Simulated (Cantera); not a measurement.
A closed system holds: 1 mol Fe(CO)5, 2.7 mol H2, equilibrated at 998.15 K and 7.50 Torr.

Equilibrium computed with Cantera from the NASA thermochemical tables; the gas is ideal and each condensed phase is pure. Candidate condensed phases: C, C6H6, C7H8, C8H18, Fe, Fe(CO)5, FeO, Fe(OH)2, Fe(OH)3, Fe2O3, Fe3O4, H2O; 114 gas species. Condensed phases not in the tables: cementite and carbon dissolved in iron. Kinetics and transport are ignored.

Base state: CO 0.646, H2 0.351, CO2 0.00246, H2O 0.000923, CH4 0.000120 (mole fractions); condensed: C(graphite) + Fe(α).

**Question.** What changes in the equilibrium state with this change: pressure from 7.50 Torr to 750 Torr?

**Answer.** 
```json
[
 {"species": "CO", "before": "0.646", "after": "0.437"},
 {"species": "H2", "before": "0.351", "after": "0.372"},
 {"species": "CO2", "before": "0.00246", "after": "0.112"},
 {"species": "H2O", "before": "0.000923", "after": "0.0661"},
 {"species": "CH4", "before": "0.000120", "after": "0.0134"},
 {"species": "C(graphite), mol", "before": "0.0250", "after": "1.73"},
 {"species": "Fe(α), mol", "before": "1.00", "after": "0.227"},
 {"species": "FeO(s), mol", "before": "0", "after": "0.773"}
]
```
The tables' stoichiometric FeO is somewhat more stable than real wüstite, so its field is too wide. FeO: taken at fixed stoichiometry.

**Question.** What changes in the equilibrium state with this change: pressure from 7.50 Torr to 1580 Torr?

**Answer.** 
```json
[
 {"species": "H2", "before": "0.351", "after": "0.358"},
 {"species": "CO", "before": "0.646", "after": "0.353"},
 {"species": "CO2", "before": "0.00246", "after": "0.154"},
 {"species": "H2O", "before": "0.000923", "after": "0.108"},
 {"species": "CH4", "before": "0.000120", "after": "0.0263"},
 {"species": "C(graphite), mol", "before": "0.0250", "after": "2.23"},
 {"species": "Fe(α), mol", "before": "1.00", "after": "0"},
 {"species": "FeO(s), mol", "before": "0", "after": "1.00"}
]
```
The tables' stoichiometric FeO is somewhat more stable than real wüstite, so its field is too wide. FeO: taken at fixed stoichiometry.

**Question.** What changes in the equilibrium state with this change: H2 from 2.7 to 0.3 mol?

**Answer.** 
```
species             before     after
----------------  --------  --------
CO                   0.646     0.938
H2                   0.351    0.0567
CO2                0.00246   0.00518
CH4               0.000120   3.13e-6
H2O               0.000923  0.000217
C(graphite), mol    0.0250    0.0285
Fe(α), mol            1.00      1.00
```
